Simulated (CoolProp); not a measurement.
Vapour-liquid equilibrium of C2F6 (R116) (1) + propylene (2) at 265.5 K; x and y are mole fractions of (1).

Values from CoolProp's multi-fluid Helmholtz-energy mixture model, Lemmon 2006 and Lemmon 2013; pair parameters Bell 2016.

Give the bubble pressure and the first vapour's composition at x = 0.35, 0.5, 0.8. Is there an azeotrope?

x = 0.35: 1.307 MPa, y = 0.660; x = 0.5: 1.391 MPa, y = 0.698; x = 0.8: 1.515 MPa, y = 0.823. y crosses x between x = 0.8 and 0.95: the model has an azeotrope there.

Pair parameters are fitted to limited data, so mixtures are less certain than the pure fluids. With so large a gap from Raoult's law the liquid may split in two, which this calculation doesn't test in full.
